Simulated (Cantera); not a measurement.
Input: 1 mol NiS, 1.1 mol H2, 22 mol N2, at 1048 K and 0.100 bar.

Method: chemical equilibrium by Gibbs-energy minimisation in Cantera with the NASA 1993 tables (ideal gas, pure condensed phases). Candidate condensed phases: Ni, NiS, NiS2, Ni3S2, Ni3S4, S; 17 gas species. Gases not in the tables: S3 to S7. Rates play no part.

### Question
What is the equilibrium state?

### Answer
```json
{
  "x(N2)": "0.952",
  "x(H2)": "0.0337",
  "x(H2S)": "0.0139",
  "x(S2)": "0.000250",
  "x(SH)": "3.58e-6",
  "n(Ni3S2(s))": "0.333 mol",
  "gas_amount": "23.11 mol",
  "log10 activity of NiS(s) (absent)": "-0.47",
  "log10 activity of Ni(s) (absent)": "-1.32",
  "log10 activity of NiS2(s) (absent)": "-2.42"
}
```
